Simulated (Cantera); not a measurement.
## Equilibrium for silicon epitaxy and polysilicon growth: SiH4 + Cl2 + N2

Charge: 1 mol SiH4, 0.0079 mol Cl2, 260 mol N2, equilibrated at 1350 °C and 870 Pa.

Cantera equilibrium calculation (NASA polynomials, part measured and part estimated; ideal gas, pure solids and liquids). Candidate condensed phases: NH4Cl, Si, Si3N4; 28 gas species. Equilibrium is a limit: real reactors are often held back by kinetics, nucleation or transport.

* **x(N2)**: 0.992
* **x(H2)**: 0.00759
* **x(H)**: 6.46e-5
* **x(HCl)**: 5.96e-5
* **x(Si)**: 2.48e-6
* **n(Si3N4(s))**: 0.333 mol
* **gas amount**: 261.4 mol
* **log10 activity of Si(s) (absent)**: -0.86
